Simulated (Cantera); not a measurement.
An isothermal, constant-pressure homogeneous reactor starts with 3.23 % H₂, 8.06 % O₂, 88.7 % N₂, at 1375 K and 1.00 bar.

Cantera simulation using GRI-Mech 3.0 (53 species, 325 reactions); the numbers are that mechanism's predictions, not measurements.

Predict: x(H₂) at 30.0 s; x(O₂) at 30.0 s; x(NO) at 30.0 s; x(HO₂) at 30.0 s; x(H₂O) at 30.0 s.


| Quantity | Value |
|---|---|
| x(H₂) at 30.0 s | 3.94e-8 (gas-phase equilibrium 3.95e-8) |
| x(O₂) at 30.0 s | 0.0656 (gas-phase equilibrium 0.0654) |
| x(NO) at 30.0 s | 4.25e-6 (gas-phase equilibrium 0.000377) |
| x(HO₂) at 30.0 s | 1.75e-8 (gas-phase equilibrium 1.75e-8) |
| x(H₂O) at 30.0 s | 0.0328 (gas-phase equilibrium 0.0328) |
